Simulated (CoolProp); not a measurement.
Saturation properties of R365MFC (Tc = 460.0 K, pc = 3.266 MPa, ω = 0.377).

Computed with CoolProp (reference Helmholtz-energy equation of state, Lemmon 2016).

```csv
T (K),p (MPa),liquid cp (kJ/(kg K)),vapour Z,surface tension (mN/m)
287,0.03540,1.356,0.9785,16.4
298,0.05642,1.377,0.9699,15.1
309,0.08645,(withheld),0.9591,13.9
320.1,0.1284,1.423,0.9458,12.6
331.1,0.1843,1.448,0.9301,11.5
342.1,(withheld),(withheld),0.9118,(withheld)
353.1,0.3513,1.505,0.8906,9.13
364.1,0.4693,1.538,0.8663,8.01
375.1,(withheld),1.576,0.8387,6.91
386.1,0.7931,1.620,0.8074,5.84
397.1,1.008,1.674,0.7718,4.81
408.1,1.264,1.743,0.7311,3.81
419.1,1.568,1.837,(withheld),2.86
430.1,1.927,1.985,0.6286,1.96
441.1,2.349,2.276,0.5607,1.12
```

Task: Fill in the missing entries.

Result: 
- 309, liquid cp (kJ/(kg K)): 1.399
- 342.1, p (MPa): 0.2575
- 342.1, liquid cp (kJ/(kg K)): 1.475
- 342.1, surface tension (mN/m): 10.3
- 375.1, p (MPa): 0.6151
- 419.1, vapour Z: 0.6840

It boils at 313.3 K under 1 atm.

Surface tension comes from a separate correlation (Mulero 2012).
